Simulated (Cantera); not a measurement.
## Reactions in the system C-Cl-Ti

Source: NASA polynomial tables (part measured, part estimated), evaluated in Cantera. Values are per mole of reaction as written; species without (g) are pure solids or liquids, kept so even where they would boil at 1 bar. TiC: taken at fixed stoichiometry.

7 TiCl4 + TiC = CCl4(g) + 8 TiCl3

```csv
T (K),ΔH° (kJ),ΔS° (J/K),ΔG° (kJ),log10 K
373,-70.4,-404.7,80.6,-11.28
398,-74.9,-416.5,90.8,-11.92
423,-79.4,-427.5,101.4,-12.52
448,-83.9,-437.7,112.2,-13.08
473,-88.3,-447.3,123.3,-13.61
498,-92.7,-456.3,134.6,-14.11
523,-97.0,-464.7,146.1,-14.59
```

2 Cl2(g) + TiC = TiCl4 + C

| T (K) | ΔH° (kJ) | ΔS° (J/K) | ΔG° (kJ) | log10 K |
|---|---|---|---|---|
| 373 | -616.4 | -201.1 | -541.4 | 75.81 |
| 398 | -615.2 | -198.0 | -536.4 | 70.39 |
| 423 | -614.0 | -195.2 | -531.4 | 65.63 |
| 448 | -612.9 | -192.6 | -526.6 | 61.40 |
| 473 | -611.8 | -190.1 | -521.8 | 57.62 |
| 498 | -610.6 | -187.8 | -517.1 | 54.24 |
| 523 | -609.5 | -185.7 | -512.4 | 51.18 |
